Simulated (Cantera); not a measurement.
# Dilute partial oxidation

An isothermal, constant-pressure homogeneous reactor starts with 0.476 % CH2O, 0.387 % O2, 99.1 % N2, at 1298 K and 101000 Pa.

Detailed kinetics in Cantera: GRI-Mech 3.0 (53 species, 325 reactions).

```csv
t (s),x CH2O,x O2,x O,x NO,x CH4,x CO
0.000800,0.00379,0.00371,1.89e-7,<1e-12,1.78e-9,0.000959
0.00228,1.08e-10,0.00157,0.000379,2.09e-7,4.51e-11,0.00398
0.00651,3.16e-11,0.000336,8.81e-5,1.58e-6,<1e-12,0.00170
0.0186,9.90e-12,3.14e-5,8.67e-6,1.85e-6,<1e-12,0.00113
0.0530,3.33e-12,2.11e-6,6.17e-7,1.87e-6,<1e-12,0.00108
0.151,1.29e-12,1.86e-7,5.41e-8,1.85e-6,<1e-12,0.00109
0.431,<1e-12,1.77e-8,4.91e-9,1.79e-6,<1e-12,0.00109
1.23,<1e-12,1.58e-9,3.91e-10,1.70e-6,<1e-12,0.00109
3.51,<1e-12,1.42e-10,3.16e-11,1.57e-6,<1e-12,0.00109
10.0,<1e-12,1.72e-11,4.22e-12,1.43e-6,<1e-12,0.00109
```
x: mole fraction; the columns are a selection and need not sum to one.

Equilibrium at this temperature and pressure: CH2O <1e-12, O2 <1e-12, O <1e-12, NO 4.74e-10, CH4 <1e-12, CO 0.00109 (gas phase only).
